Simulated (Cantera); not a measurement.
An adiabatic, constant-pressure homogeneous reactor starts with H2 : O2 : N2 = 1 : 1.28 : 4.82 (molar parts), equivalence ratio 0.39, at 1325 K and 6750 Torr.

Cantera simulation using GRI-Mech 3.0 (53 species, 325 reactions); the numbers are that mechanism's predictions, not measurements. The hydrogen kinetics of GRI-Mech 3.0 are dated; newer H2 mechanisms differ, most at raised pressure.

Q: Predict: time of steepest temperature rise; temperature at 0.400 s; equilibrium temperature; x(H2) at 0.400 s; x(O2) at 0.400 s; x(H) at 0.400 s; x(N2O) at 0.400 s; x(NO) at 0.400 s.

A: 
* **time of steepest temperature rise**: 4.67 µs
* **temperature at 0.400 s**: 2275 K
* **equilibrium temperature**: 2275 K
* **x(H2) at 0.400 s**: 0.000268 (gas-phase equilibrium 0.000268)
* **x(O2) at 0.400 s**: 0.112 (gas-phase equilibrium 0.112)
* **x(H) at 0.400 s**: 4.66e-5 (gas-phase equilibrium 4.66e-5)
* **x(N2O) at 0.400 s**: 1.67e-6 (gas-phase equilibrium 1.67e-6)
* **x(NO) at 0.400 s**: 0.0104 (gas-phase equilibrium 0.0104)
